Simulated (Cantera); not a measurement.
Cantera run, input and output.

```python
import numpy as np
import cantera as ct

gas = ct.Solution("SiF4_NH3_mec.yaml", "gas")
gas.TPX = 2275, 39000, {'NH3': 1, 'H2': 1.5}
inlet = ct.Reservoir(gas, clone=True)

reactor = ct.IdealGasConstPressureReactor(gas, energy="off", clone=False)
exhaust = ct.Reservoir(gas, clone=True)
tau = [6, 2.9, 1.4, 0.68, 0.33, 0.16, 0.076, 0.037, 0.018, 0.0085, 0.0041][0]
for a, b in ((inlet, reactor), (reactor, exhaust)):
    ct.MassFlowController(a, b, mdot=lambda t: reactor.mass / tau)
net = ct.ReactorNet([reactor])
show = ['NH3', 'H2', 'NH2', 'N2H4', 'N2', 'N2H2']

rows = []
print(f"{'tau/s':>10s}{'T/K':>9s}" + "".join(f"{s:>11s}" for s in show))
for tau in [6, 2.9, 1.4, 0.68, 0.33, 0.16, 0.076, 0.037, 0.018, 0.0085, 0.0041]:
    net.initial_time = 0.0
    net.advance(30 * tau)
    before = gas.X
    net.advance(40 * tau)
    drift = np.max(np.abs(gas.X - before) / (gas.X + 1e-9))
    rows.append([gas.T, *gas[show].X, drift])
    print(f"{tau:10.3e}{gas.T:9.1f}" + "".join(f"{x:11.3e}" for x in gas[show].X))
```

Output:

```
     tau/s      T/K        NH3         H2        NH2       N2H4         N2       N2H2
 6.000e+00   2275.0  3.817e-04  8.455e-01  1.744e-05  7.743e-12  1.418e-01  2.349e-09
 2.900e+00   2275.0  5.772e-04  8.457e-01  2.565e-05  1.676e-11  1.418e-01  4.982e-09
 1.400e+00   2275.0  9.232e-04  8.461e-01  3.869e-05  3.813e-11  1.417e-01  1.087e-08
 6.800e-01   2275.0  1.658e-03  8.468e-01  6.123e-05  9.559e-11  1.415e-01  2.484e-08
 3.300e-01   2275.0  3.774e-03  8.476e-01  1.069e-04  2.916e-10  1.409e-01  6.204e-08
 1.600e-01   2275.0  1.040e-02  8.456e-01  1.990e-04  1.013e-09  1.387e-01  1.587e-07
 7.600e-02   2275.0  2.623e-02  8.367e-01  3.526e-04  3.182e-09  1.331e-01  3.769e-07
 3.700e-02   2275.0  5.490e-02  8.190e-01  5.664e-04  8.217e-09  1.228e-01  7.924e-07
 1.800e-02   2275.0  1.017e-01  7.893e-01  8.492e-04  1.848e-08  1.060e-01  1.526e-06
 8.500e-03   2275.0  1.694e-01  7.460e-01  1.192e-03  3.640e-08  8.167e-02  2.687e-06
 4.100e-03   2275.0  2.423e-01  6.992e-01  1.511e-03  5.852e-08  5.552e-02  4.041e-06
```

Detailed kinetics in Cantera: the gas-phase N/H chemistry of the illustrative SiF4/NH3 mechanism in the Surface Chemkin manual (1991). Walls and surfaces, which speed up NH3 decomposition in real reactors, are not modelled.
